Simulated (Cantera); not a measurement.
Feed: 1 mol SiC, 0.016 mol N2O, 1.8 mol H2, 0.38 mol CO2, equilibrated at 1627 °C and 518 Torr.

Cantera equilibrium calculation (NASA polynomials, part measured and part estimated; ideal gas, pure solids and liquids). Candidate condensed phases: C, C6H6, C7H8, C8H18, H2O, Si, SiC, SiO2, Si2N2O, Si3N4; 151 gas species. Gases not in the tables: Si2H6 and higher silanes. Rates play no part.

Base state: H2 0.694, CO 0.223, SiO 0.0764, N2 0.00612, H 0.000796, H2O 0.000130, HCN 9.26e-5, CH4 2.72e-5 (mole fractions); condensed: SiC(s).

What changes in the equilibrium state with this change: 1.4 mol N2 added?


| species | before | after |
|---|---|---|
| H2 | 0.694 | 0.479 |
| N2 | 0.00612 | 0.344 |
| CO | 0.223 | 0.169 |
| SiO | 0.0764 | 0.00494 |
| HNC | 4.35e-6 | 9.28e-5 |
| HCN | 9.26e-5 | 0.00198 |
| C2H2 (acetylene) | 5.64e-6 | 4.58e-5 |
| H2O | 0.000130 | 2.00e-5 |
| SiC(s), mol | 0.802 | 0.737 |
| Si2N2O(s), mol | 0 | 0.122 |
Mutual solubility and eutectic melting of coexisting phases are not modelled.
